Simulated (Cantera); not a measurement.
Input: 1 mol SiHCl3, 1.9 mol NH3, 22 mol H2, held at 1.65 Torr.

Method: chemical equilibrium by Gibbs-energy minimisation in Cantera with the NASA 1993 tables (ideal gas, pure condensed phases). Candidate condensed phases: NH4Cl, Si, Si3N4; 28 gas species. Kinetics and transport are ignored.

### Question
What share of the Si ends up in condensed phases as a function of T (°C), at 925, 975, 1025, 1075, 1125, 1175, 1225, 1275?

### Answer
```csv
T (°C),Si condensed (%),as
925,98.7,Si3N4(s)
975,96.9,Si3N4(s)
1025,93.3,Si3N4(s)
1075,86.7,Si3N4(s)
1125,76.8,Si3N4(s)
1175,64.2,Si3N4(s)
1225,49.9,Si3N4(s)
1275,47.6,Si(s)
```
